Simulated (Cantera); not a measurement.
Feed: 1 mol FeCl2, 0.027 mol HCl, 1.5 mol H2, equilibrated at 1750 K and 0.000360 bar.

Method: chemical equilibrium by Gibbs-energy minimisation in Cantera with the NASA 1993 tables (ideal gas, pure condensed phases). Rates play no part.

| species | before | after |
|---|---|---|
| H2 | 0.419 | 0.753 |
| HCl | 0.299 | 0.246 |
| FeCl2 | 0.231 | 0.00114 |
| Fe | 0.0387 | <1e-9 |
| H | 0.00793 | <1e-9 |
| Cl | 0.00437 | <1e-9 |
| FeCl | 0.000227 | <1e-9 |
| Fe2Cl4 | 1.55e-7 | 2.47e-5 |
| Fe(δ), mol | 0.285 | 0 |
| Fe(α), mol | 0 | 0.199 |
| FeCl2(s), mol | 0 | 0.799 |
Gas species are given as mole fractions.

Question: What was changed between the two runs?
(A) temperature from 1750 K to 673 K
(B) pressure from 0.000360 bar to 2.60e-5 bar
(C) temperature from 1750 K to 875 K
(D) pressure from 0.000360 bar to 0.0200 bar

Answer: A, temperature from 1750 K to 673 K
